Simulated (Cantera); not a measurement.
An isothermal, constant-pressure homogeneous reactor starts with CO : O2 : H2O : N2 = 0.0004 : 0.0097 : 0.044 : 1 (molar parts), equivalence ratio 0.021, at 1400 K and 0.540 bar.

Detailed kinetics in Cantera: GRI-Mech 3.0 (53 species, 325 reactions).

x: mole fraction; the columns are a selection and need not sum to one.

| t (s) | x CO | x O2 | x H2O | x CO2 | x O | x NO | x H |
|---|---|---|---|---|---|---|---|
| 3.00e-5 | 0.000379 | 0.00920 | 0.0417 | 4.39e-11 | 3.61e-11 | <1e-12 | 3.03e-12 |
| 8.22e-5 | 0.000379 | 0.00920 | 0.0417 | 1.31e-10 | 8.15e-11 | <1e-12 | 1.46e-11 |
| 0.000225 | 0.000379 | 0.00920 | 0.0417 | 4.50e-10 | 1.68e-10 | <1e-12 | 5.56e-11 |
| 0.000616 | 0.000379 | 0.00920 | 0.0417 | 2.16e-9 | 3.92e-10 | <1e-12 | 1.94e-10 |
| 0.00169 | 0.000379 | 0.00920 | 0.0417 | 1.79e-8 | 1.37e-9 | <1e-12 | 8.09e-10 |
| 0.00462 | 0.000379 | 0.00920 | 0.0417 | 3.26e-7 | 1.20e-8 | <1e-12 | 7.43e-9 |
| 0.0127 | 0.000326 | 0.00917 | 0.0417 | 5.35e-5 | 4.45e-6 | 1.13e-11 | 1.57e-6 |
| 0.0346 | 5.74e-6 | 0.00900 | 0.0417 | 0.000374 | 8.74e-6 | ? | 2.09e-6 |
| 0.0949 | 1.26e-7 | 0.00901 | 0.0417 | 0.000379 | 1.25e-6 | ? | 1.10e-7 |
| 0.260 | 1.76e-8 | 0.00901 | 0.0417 | 0.000380 | 3.38e-7 | 7.95e-9 | 1.55e-8 |
| 0.711 | 6.86e-9 | 0.00901 | 0.0417 | 0.000380 | 1.52e-7 | 8.37e-9 | 4.72e-9 |
| 1.95 | 5.40e-9 | 0.00901 | 0.0417 | 0.000380 | 1.24e-7 | 8.75e-9 | 3.50e-9 |
| 5.33 | 5.37e-9 | 0.00901 | 0.0417 | 0.000380 | 1.23e-7 | ? | 3.48e-9 |
| 14.6 | 5.37e-9 | 0.00901 | 0.0417 | 0.000380 | 1.23e-7 | ? | 3.48e-9 |
| 40.0 | 5.37e-9 | 0.00901 | 0.0417 | 0.000380 | 1.23e-7 | ? | 3.48e-9 |

Question: Some entries are withheld; supply them.

Answer: 
- 0.0346, x NO: 4.57e-9
- 0.0949, x NO: 7.01e-9
- 5.33, x NO: 9.66e-9
- 14.6, x NO: 1.21e-8
- 40.0, x NO: 1.89e-8
